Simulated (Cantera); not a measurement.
A diamond (100) surface in a fixed gas of H2 with x(CH4) = 0.014, x(H) = 0.00086, x(CH3) = 0.00076, at 1325 K; coverages are run to steady state.

Cantera simulation using the Harris–Goodwin 1993 mechanism for the reconstructed diamond (100) surface; the numbers are that mechanism's predictions, not measurements.

θ: site fractions in the mechanism's names (c6HH fully hydrogenated, c6H* and c6*H radical sites, c6** diradical, c6HM methylated).

| P (Pa) | growth (µm/h) | θ c6HH | θ c6H* | θ c6*H | θ c6** | θ c6HM |
|---|---|---|---|---|---|---|
| 380 | 0.0542 | 0.427 | 0.0483 | 0.496 | 0.0274 | 5.39e-5 |
| 650 | 0.138 | 0.427 | 0.0483 | 0.495 | 0.0270 | 9.54e-5 |
| 1100 | 0.324 | 0.427 | 0.0482 | 0.494 | 0.0266 | 0.000168 |
| 1900 | 0.738 | 0.427 | 0.0481 | 0.494 | 0.0261 | 0.000302 |
| 3200 | ? | 0.426 | 0.0481 | 0.493 | 0.0257 | ? |
| 5500 | ? | 0.426 | 0.0480 | 0.492 | 0.0254 | ? |
| 9400 | 6.12 | 0.426 | 0.0479 | 0.492 | 0.0251 | 0.00160 |
| 16000 | 12.0 | 0.425 | 0.0478 | 0.490 | 0.0249 | 0.00273 |

Task: Fill in the missing entries.

Result: 
- 3200, growth (µm/h): 1.53
- 3200, θ c6HM: 0.000526
- 5500, growth (µm/h): 3.10
- 5500, θ c6HM: 0.000926
